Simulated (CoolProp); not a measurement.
Vapour-liquid equilibrium of ethane (1) + C3F8 (R218) (2) at 346 kPa; x and y are mole fractions of (1).

Values from CoolProp's multi-fluid Helmholtz-energy mixture model, Bücker 2006 and Lemmon 2006; pair parameters Bell 2016.

```tsv
x	bubble temperature (K)	y at the bubble point	dew temperature at overall composition x (K)	liquid density (mol/L)
0.05	256.2	?	266.2	8.316
0.2	231.4	0.789	261.4	9.515
0.35	?	0.887	255.9	10.53
0.5	?	0.916	?	11.55
0.65	215.3	0.930	241.5	12.73
0.8	213.7	0.948	?	14.21
0.95	211.7	0.981	213.5	16.15
```

Task: Some entries are withheld; supply them.

Result: 
- 0.05, y at the bubble point: 0.342
- 0.35, bubble temperature (K): 221.1
- 0.5, bubble temperature (K): 217.2
- 0.5, dew temperature at overall composition x (K): 249.5
- 0.8, dew temperature at overall composition x (K): 230.5

No azeotrope shows between x = 0.05 and 0.95.

Pair parameters are fitted to limited data, so mixtures are less certain than the pure fluids. With so large a gap from Raoult's law the liquid may split in two, which this calculation doesn't test in full.
